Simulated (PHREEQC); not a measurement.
Solution (25 °C): 0.00099 mol Cs2CO3, 0.0077 mol Li2SO4, 1.6e-05 mol CaSO4 and 0.00082 mol NH4HSO4 per kg of water. Closed to the air; pH follows from the charge balance.

Computed with PHREEQC (ion-association model, wateq4f.dat).

This is a speciation only: nothing precipitates in the calculation.

Question: Predict the pH.

Answer: pH 8.64.

Question: In which forms is C present?

Answer: HCO3- 96 %, CO3-2 3.1 % of the C.
